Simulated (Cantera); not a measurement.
**Na2CO3 + H2O + O2 (calcination and drying)**

Feed: 1 mol Na2CO3, a varied amount of H2O, 11 mol O2, equilibrated at 6.80 mbar.

These are equilibrium values from Cantera (NASA tables, ideal gas, pure condensed phases), not measurements of a reactor. Candidate condensed phases: C, C6H6, C7H8, C8H18, H2O, Na, NaOH, NaO2, Na2CO3, Na2O, Na2O2; 117 gas species. Kinetics and transport are ignored.

Question: Map the stable condensed phases over T = 1123, 1223, 1323, 1423, 1523, 1623, 1723, 1823, 1923, 2023, 2123, 2223 K and n(H2O) in mol = 0.13, 0.23, 0.4, 0.71, 1.2, 2.2, 3.8.

Answer: 
```
T in K \ n(H2O) in mol
         0.13 0.23  0.4 0.71  1.2  2.2  3.8
   2223     A    A    A    A    A    A    A
   2123     A    A    A    A    A    A    A
   2023     A    A    A    A    A    A    A
   1923     A    A    A    A    A    A    A
   1823     A    A    A    A    A    A    A
   1723     A    A    A    A    A    A    A
   1623     A    A    A    A    A    A    A
   1523     A    A    A    A    A    A    A
   1423     B    B    B    B    A    A    A
   1323     B    B    B    B    B    B    A
   1223     B    B    B    B    B    B    B
   1123     B    B    B    B    B    B    B
```
A: gas only; B: Na2CO3.
